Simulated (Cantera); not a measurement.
Feed: 1 mol MgO, 10 mol Cl₂, at 775 K and 0.0195 Torr.

Method: chemical equilibrium by Gibbs-energy minimisation in Cantera with the NASA 1993 tables (ideal gas, pure condensed phases). Candidate condensed phases: Mg, MgCl₂, MgO; 11 gas species. The numbers say what is thermodynamically allowed, not how fast it happens.

Base state: Cl₂ 0.998, Cl 0.00101, MgCl₂ 0.000518, O₂ 0.000259 (mole fractions); condensed: MgO(s).

What changes in the equilibrium state with this change: MgO replaced by TiO₂?


| species | before | after |
|---|---|---|
| Cl₂ | 0.998 | 0.999 |
| Cl | 0.00101 | 0.00101 |
| TiCl₄ | 0 | 3.27e-5 |
| MgCl₂ | 0.000518 | 0 |
| O₂ | 0.000259 | 3.27e-5 |
| MgO(s), mol | 0.995 | 0 |
| TiO₂(rutile), mol | 0 | 1.000 |
Condensed phases not in the tables: TiOCl. Further candidate phases: Ti, TiCl₂, TiCl₃, TiCl₄, TiO, TiO₂, Ti₂O₃, Ti₃O₅, Ti₄O₇.
